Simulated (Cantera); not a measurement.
What does this Cantera script print?

```python
import numpy as np
import cantera as ct

gas = ct.Solution("gri30.yaml")
gas.TPX = 1500, 1700000, {'CH4': 1, 'CO': 0.17, 'O2': 2.54, 'N2': 9.56}
reactor = ct.IdealGasConstPressureReactor(gas, energy="on", clone=False)
net = ct.ReactorNet([reactor])
net.rtol, net.atol = 1e-08, 1e-16
show = ['CH4', 'CO', 'O2', 'C2H2', 'N2O', 'OH', 'C2H']
times = np.geomspace(2e-06, 1, 13)

steps = ct.SolutionArray(gas, extra=["t"])
rows = []
print(f"{'t/s':>10s}{'T/K':>9s}{'P/Pa':>11s}" + "".join(f"{s:>11s}" for s in show))
for t in times:
    while net.time < t:
        t_next = net.step()
        steps.append(gas.state, t=t_next)
    rows.append([np.interp(t, steps.t, y) for y in (steps.T, steps.P, *steps(*show).X.T)])
    print(f"{t:10.3e}{rows[-1][0]:9.1f}{rows[-1][1]:11.4g}" + "".join(f"{x:11.3e}" for x in rows[-1][2:]))
rate = np.gradient(steps.T, steps.t)
print("integrator steps:", len(steps.t))
if steps.T.max() > steps.T[0] + 200:
    print(f"time of steepest temperature rise: {steps.t[rate.argmax()]:.4e} s")
gas.TPX = 1500, 1700000, {'CH4': 1, 'CO': 0.17, 'O2': 2.54, 'N2': 9.56}
gas.equilibrate("HP")
print(f"equilibrium (HP): T = {gas.T:.1f} K  " + "  ".join(f"{s} {gas[s].X[0]:.3e}" for s in show))
```

Result:

```
       t/s      T/K       P/Pa        CH4         CO         O2       C2H2        N2O         OH        C2H
 2.000e-06   1500.0    1.7e+06  7.535e-02  1.281e-02  1.914e-01  5.997e-15  1.551e-11  2.576e-08  4.596e-23
 5.970e-06   1500.0    1.7e+06  7.533e-02  1.281e-02  1.914e-01  1.028e-12  1.047e-10  8.507e-08  2.592e-20
 1.782e-05   1500.4    1.7e+06  7.517e-02  1.280e-02  1.913e-01  3.027e-10  6.729e-10  3.234e-07  2.918e-17
 5.318e-05   1507.3    1.7e+06  7.366e-02  1.291e-02  1.903e-01  5.588e-08  5.425e-09  1.198e-06  2.050e-14
 1.587e-04   2847.3    1.7e+06  2.475e-15  1.634e-02  3.819e-02  1.785e-18  2.982e-06  1.413e-02  8.612e-20
 4.738e-04   2832.5    1.7e+06  2.615e-15  1.634e-02  3.384e-02  1.756e-18  3.097e-06  1.325e-02  7.839e-20
 1.414e-03   2829.3    1.7e+06  2.649e-15  1.635e-02  3.291e-02  1.751e-18  3.154e-06  1.306e-02  7.678e-20
 4.221e-03   2829.2    1.7e+06  2.649e-15  1.635e-02  3.290e-02  1.751e-18  3.154e-06  1.305e-02  7.677e-20
 1.260e-02   2829.2    1.7e+06  2.649e-15  1.635e-02  3.290e-02  1.751e-18  3.154e-06  1.305e-02  7.677e-20
 3.761e-02   2829.2    1.7e+06  2.649e-15  1.635e-02  3.290e-02  1.751e-18  3.154e-06  1.305e-02  7.677e-20
 1.122e-01   2829.2    1.7e+06  2.649e-15  1.635e-02  3.290e-02  1.751e-18  3.154e-06  1.305e-02  7.677e-20
 3.350e-01   2829.2    1.7e+06  2.649e-15  1.635e-02  3.290e-02  1.751e-18  3.154e-06  1.305e-02  7.677e-20
 1.000e+00   2829.2    1.7e+06  2.649e-15  1.635e-02  3.290e-02  1.751e-18  3.154e-06  1.305e-02  7.677e-20
integrator steps: 1951
time of steepest temperature rise: 1.1474e-04 s
equilibrium (HP): T = 2829.2 K  CH4 3.486e-15  CO 1.635e-02  O2 3.290e-02  C2H2 1.902e-18  N2O 3.154e-06  OH 1.305e-02  C2H 8.289e-20
```

Model: GRI-Mech 3.0 (53 species, 325 reactions), integrated in Cantera. The pressure lies above the range GRI-Mech 3.0 was tuned for (to about 10 atm).
